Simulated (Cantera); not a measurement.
Mixture: CH₄ : O₂ : N₂ = 1 : 1.82 : 6.84 (molar parts), at 22.0 bar, adiabatic and at constant pressure. Ignition delay is the time to a rise of 400 K.

Computed with Cantera and GRI-Mech 3.0 (53 species, 325 reactions). The pressure lies above the range GRI-Mech 3.0 was tuned for (to about 10 atm).

### Question
Predict: delay at 1300 K; delay at 1400 K; delay at 1500 K; delay at 1600 K; delay at 1700 K; apparent activation energy between 1650 and 1750 K.

### Answer
```json
{
  "delay at 1300 K": "0.661 ms",
  "delay at 1400 K": "0.240 ms",
  "delay at 1500 K": "94.9 µs",
  "delay at 1600 K": "40.1 µs",
  "delay at 1700 K": "18.0 µs",
  "apparent activation energy between 1650 and 1750 K": "180 kJ/mol"
}
```
